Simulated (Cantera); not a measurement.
Charge: 1 mol TiO2, 21 mol Cl2, 0.74 mol O2, held at 427 °C and 75.0 Torr.

Equilibrium computed with Cantera from the NASA thermochemical tables; the gas is ideal and each condensed phase is pure. Candidate condensed phases: Ti, TiCl2, TiCl3, TiCl4, TiO, TiO2, Ti2O3, Ti3O5, Ti4O7; 15 gas species. Condensed phases not in the tables: TiOCl. Equilibrium is a limit: real reactors are often held back by kinetics, nucleation or transport.

**Question.** What is the equilibrium state?

**Answer.** 
- x(Cl2) = 0.966
- x(O2) = 0.0340
- x(Cl) = 2.05e-6
- n(TiO2(rutile)) = 1.00 mol
- gas amount = 21.74 mol
- log10 activity of TiCl4(l) (absent) = -11.45
- log10 activity of TiCl3(s) (absent) = -17.58
- log10 activity of Ti4O7(s) (absent) = -21.42
